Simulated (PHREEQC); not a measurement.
A column of 1 m (30 cells, dispersivity 0.035 m, 300 s a shift, diffusion coefficient 3e-10 m²/s) holds 0.0016 eq of the database's cation exchanger X per kg of pore water, first in equilibrium with 0.058 mol/kgw BaCl2 and 1e-05 mol/kgw HCl. It is flushed with 0.0012 mol/kgw CaCl2 and 1e-05 mol/kgw HCl, at 15 °C. Values are for the last cell. CO2 from the air is kept out. No solid was allowed to form.

The numbers come from PHREEQC with the ion-association model, phreeqc.dat.

**Question.** Predict Ca in solution (mol/kgw), Ba in solution (mol/kgw) at pore volumes = 1.617, 2.283.

**Answer.** 
| pore volumes | Ca in solution (mol/kgw) | Ba in solution (mol/kgw) |
|---|---|---|
| 1.617 | 0.000567 | 0.00204 |
| 2.283 | 0.000839 | 0.000386 |
